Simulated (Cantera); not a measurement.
Abatement and gas-phase synthesis: CO2 + H2O + SO2

Feed: 1 mol CO2, a varied amount of H2O, 0.039 mol SO2, held at 3325 K and 1 atm.

Equilibrium computed with Cantera from the NASA thermochemical tables; the gas is ideal and each condensed phase is pure. Candidate condensed phases: C, C6H6, C7H8, C8H18, H2O, H2SO4, S; 123 gas species. Kinetics and transport are ignored.

```csv
n(H2O) (mol),log p CO,log p H2O,log p CO2,log p O2,log p OH,log p O,log p H,log p H2,log p SO2
0.16,-0.39,-1.46,-0.78,-0.82,-1.27,-0.92,-1.40,-1.97,-1.85
0.19,-0.40,-1.38,-0.79,-0.83,-1.23,-0.92,-1.35,-1.88,-1.86
0.23,-0.41,-1.29,-0.81,-0.84,-1.18,-0.93,-1.30,-1.79,-1.87
0.29,-0.43,-1.18,-0.84,-0.85,-1.14,-0.94,-1.25,-1.68,-1.90
0.35,-0.44,-1.11,-0.86,-0.87,-1.10,-0.94,-1.21,-1.59,-1.92
0.43,-0.46,-1.03,-0.89,-0.88,-1.07,-0.95,-1.16,-1.50,-1.95
0.53,-0.49,-0.95,-0.92,-0.90,-1.03,-0.96,-1.12,-1.42,-1.98
0.65,-0.52,-0.88,-0.96,-0.92,-1.00,-0.97,-1.08,-1.34,-2.02
0.79,-0.55,-0.82,-1.00,-0.94,-0.98,-0.98,-1.05,-1.27,-2.05
0.97,-0.59,-0.77,-1.05,-0.96,-0.96,-0.99,-1.01,-1.21,-2.10
1.2,-0.63,-0.72,-1.11,-0.99,-0.94,-1.00,-0.98,-1.14,-2.15
1.5,-0.68,-0.67,-1.17,-1.01,-0.92,-1.01,-0.95,-1.08,-2.21
1.8,-0.73,-0.63,-1.22,-1.03,-0.90,-1.02,-0.93,-1.04,-2.26
```
log p: log10 of the partial pressure in bar; nothing condenses.

From 0.16 mol H2O to 1.8 mol H2O nothing is condensed. The main C-bearing gas is CO throughout.
